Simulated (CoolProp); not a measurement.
Dimethyl ether along the isotherm 286.5 K: Z from the reference equation and from simpler models built on Tc = 400.4 K, pc = 5.337 MPa, ω = 0.196; each cubic takes its own stable root.

The numbers come from the reference Helmholtz-energy equation of state, Wu 2011 in CoolProp.

```json
[
 {"p (MPa)": "0.889", "phase": "liquid", "reference": "0.02526", "Redlich-Kwong": "0.02857", "Peng-Robinson": "0.02447"},
 {"p (MPa)": "1.78", "phase": "liquid", "reference": "…", "Redlich-Kwong": "0.05694", "Peng-Robinson": "0.04884"},
 {"p (MPa)": "2.67", "phase": "liquid", "reference": "0.07552", "Redlich-Kwong": "…", "Peng-Robinson": "0.07304"},
 {"p (MPa)": "3.56", "phase": "liquid", "reference": "0.1005", "Redlich-Kwong": "0.1129", "Peng-Robinson": "0.09712"},
 {"p (MPa)": "4.45", "phase": "liquid", "reference": "0.1253", "Redlich-Kwong": "0.1406", "Peng-Robinson": "…"},
 {"p (MPa)": "5.34", "phase": "liquid", "reference": "0.1501", "Redlich-Kwong": "…", "Peng-Robinson": "0.1449"},
 {"p (MPa)": "6.23", "phase": "liquid", "reference": "0.1747", "Redlich-Kwong": "0.1954", "Peng-Robinson": "…"},
 {"p (MPa)": "7.12", "phase": "liquid", "reference": "0.1993", "Redlich-Kwong": "0.2225", "Peng-Robinson": "0.1922"},
 {"p (MPa)": "8", "phase": "liquid", "reference": "0.2235", "Redlich-Kwong": "0.2491", "Peng-Robinson": "0.2154"},
 {"p (MPa)": "8.89", "phase": "liquid", "reference": "0.2479", "Redlich-Kwong": "0.2759", "Peng-Robinson": "0.2388"},
 {"p (MPa)": "9.78", "phase": "liquid", "reference": "0.2722", "Redlich-Kwong": "…", "Peng-Robinson": "0.2621"},
 {"p (MPa)": "10.7", "phase": "liquid", "reference": "…", "Redlich-Kwong": "0.3299", "Peng-Robinson": "0.2861"},
 {"p (MPa)": "11.6", "phase": "liquid", "reference": "0.3216", "Redlich-Kwong": "…", "Peng-Robinson": "0.3094"},
 {"p (MPa)": "12.5", "phase": "liquid", "reference": "0.3459", "Redlich-Kwong": "0.3831", "Peng-Robinson": "0.3327"},
 {"p (MPa)": "13.3", "phase": "liquid", "reference": "0.3675", "Redlich-Kwong": "0.4066", "Peng-Robinson": "0.3533"}
]
```

### Question
What belongs in the gaps?

### Answer

- 1.78, reference: 0.05046
- 2.67, Redlich-Kwong: 0.08504
- 4.45, Peng-Robinson: 0.1211
- 5.34, Redlich-Kwong: 0.1681
- 6.23, Peng-Robinson: 0.1686
- 9.78, Redlich-Kwong: 0.3025
- 10.7, reference: 0.2972
- 11.6, Redlich-Kwong: 0.3566
